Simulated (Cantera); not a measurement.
# Thermodynamics of hydrogen reduction and annealing atmospheres, feed Ta2O5 + H2 + H2O

Feed: 1 mol Ta2O5, 920 mol H2, 0.93 mol H2O, equilibrated at 0.133 bar.

These are equilibrium values from Cantera (NASA tables, ideal gas, pure condensed phases), not measurements of a reactor. Candidate condensed phases: H2O, Ta, Ta2O5; 12 gas species. Mutual solubility and eutectic melting of coexisting phases are not modelled. Condensed phases not in the tables: N, O or C dissolved in the metal. Equilibrium is a limit: real reactors are often held back by kinetics, nucleation or transport.

```
T (K)  log p H2  log p H  log p H2O  log p TaO2  log p TaO  log p OH  log p O  n Ta2O5(s)  n Ta(s)  n Ta2O5(l)
-----  --------  -------  ---------  ----------  ---------  --------  -------  ----------  -------  ----------
1423      -0.88    -5.62      -3.87      -12.85       <-12    -10.27     <-12        1.00        0           0
1523      -0.88    -5.07      -3.87      -11.24     -12.87     -9.58     <-12        1.00        0           0
1623      -0.88    -4.60      -3.87       -9.84     -11.16     -8.97   -12.78       1.000        0           0
1723      -0.88    -4.18      -3.87       -8.60      -9.66     -8.43   -11.83       1.000        0           0
1823      -0.88    -3.80      -3.87       -7.51      -8.33     -7.95   -10.99       1.000        0           0
1923      -0.88    -3.46      -3.77       -6.58      -7.30     -7.42   -10.13       0.948    0.101           0
2023      -0.88    -3.16      -3.57       -5.81      -6.53     -6.84    -9.26       0.810    0.366           0
2123      -0.88    -2.89      -3.42       -5.14      -5.85     -6.33    -8.48           0    0.674       0.633
2223      -0.88    -2.64      -3.29       -4.56      -5.24     -5.88    -7.79           0    0.998       0.386
```
log p: log10 of the partial pressure in bar; n: condensed amount in mol.

From 1423 K to 1823 K the condensed part is Ta2O5(s). From 1923 K to 2023 K the condensed part is Ta(s) + Ta2O5(s). From 2123 K to 2223 K the condensed part is Ta(s) + Ta2O5(l).
